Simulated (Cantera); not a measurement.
Input: 1 mol Si, 22 mol CO₂, 2.8 mol N₂, held at 2023 K and 0.0920 bar.

Equilibrium computed with Cantera from the NASA thermochemical tables; the gas is ideal and each condensed phase is pure. Candidate condensed phases: C, Si, SiC, SiO₂, Si₂N₂O, Si₃N₄; 34 gas species. The tables hold silica as quartz up to 1696 K and as liquid above; real silica turns to tridymite and cristobalite and melts near 1996 K. The numbers say what is thermodynamically allowed, not how fast it happens.

Base state: CO₂ 0.799, N₂ 0.112, CO 0.0857, O₂ 0.00242, NO 0.000330, O 0.000129, SiO 2.56e-5 (mole fractions); condensed: SiO₂(l).

### Question
What changes in the equilibrium state with this change: CO₂ from 22 to 15 mol?

### Answer
```csv
species,before,after
CO₂,0.799,0.727
N₂,0.112,0.157
CO,0.0857,0.115
SiO,2.56e-5,3.78e-5
O₂,0.00242,0.00111
O,0.000129,8.77e-5
NO,0.000330,0.000265
"SiO₂(l), mol",0.999,0.999
```

### Question
What changes in the equilibrium state with this change: temperature from 2023 K to 1550 K?

### Answer
| species | before | after |
|---|---|---|
| CO₂ | 0.799 | 0.806 |
| N₂ | 0.112 | 0.113 |
| CO | 0.0857 | 0.0806 |
| O₂ | 0.00242 | 1.11e-7 |
| SiO | 2.56e-5 | 2.70e-9 |
| O | 0.000129 | 8.60e-9 |
| NO | 0.000330 | 4.27e-7 |
| SiO₂(l), mol | 0.999 | 0 |
| SiO₂(β-quartz), mol | 0 | 1.00 |
